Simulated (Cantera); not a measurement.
# Equilibrium for silicon nitride deposition: Si2Cl6 + NH3 + N2

A closed system holds: 1 mol Si2Cl6, 2.1 mol NH3, 13 mol N2, equilibrated at 1573.15 K.

Cantera equilibrium calculation (NASA polynomials, part measured and part estimated; ideal gas, pure solids and liquids). Candidate condensed phases: NH4Cl, Si, Si3N4; 28 gas species. The feed counts by its element totals alone. The tables' values for SiCl3, SiCl are old estimates; treat these amounts as uncertain. Equilibrium is a limit: real reactors are often held back by kinetics, nucleation or transport.

```
P (Pa)  log p N2  log p HCl  log p H2  log p SiCl2  log p SiCl4  log p SiCl3  log p H  n Si3N4(s)
------  --------  ---------  --------  -----------  -----------  -----------  -------  ----------
5          -4.46      -5.31     -5.28        -5.31        -9.83        -7.78    -7.03           0
26         -3.74      -4.59     -4.56        -4.59        -8.40        -6.71    -6.67           0
140        -3.01      -3.87     -3.82        -3.87        -6.95        -5.62    -6.30           0
710        -2.31      -3.02     -3.19        -3.27        -5.30        -4.50    -5.98       0.132
3700       -1.59      -2.20     -2.55        -2.76        -3.80        -3.49    -5.66       0.273
19000      -0.88      -1.45     -1.87        -2.40        -2.60        -2.71    -5.32       0.380
100000     -0.15      -0.72     -1.14        -2.16        -1.65        -2.12    -4.96       0.427
```
log p: log10 of the partial pressure in bar; n: condensed amount in mol.

From 5.00 Pa to 1.40 mbar nothing is condensed. From 7.10 mbar to 1.00 bar the condensed part is Si3N4(s). The main Si-bearing gas is SiCl2 at 5.00 Pa and SiCl4 at 1.00 bar.
